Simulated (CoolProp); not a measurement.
A Linde-Hampson liquefier for dry air: isothermal reversible compression at 290 K from 1 atm to 20 MPa, throttling to 1 atm, return gas leaving the recuperator 10 K below the feed. Each further row changes one setting.

Model: reference Helmholtz-energy equation of state, Lemmon 2000, in CoolProp. It is a pseudo-pure fit of the blend.

```json
[
 {"case": "as stated", "liquid yield per pass": "0.067", "compression work (kJ/kg of gas)": "438"},
 {"case": "high pressure 40 MPa", "liquid yield per pass": "0.094", "compression work (kJ/kg of gas)": "501"},
 {"case": "warm-end temperature 320 K", "liquid yield per pass": "0.044", "compression work (kJ/kg of gas)": "486"},
 {"case": "warm-end gap 15 K", "liquid yield per pass": "0.055", "compression work (kJ/kg of gas)": "438"}
]
```
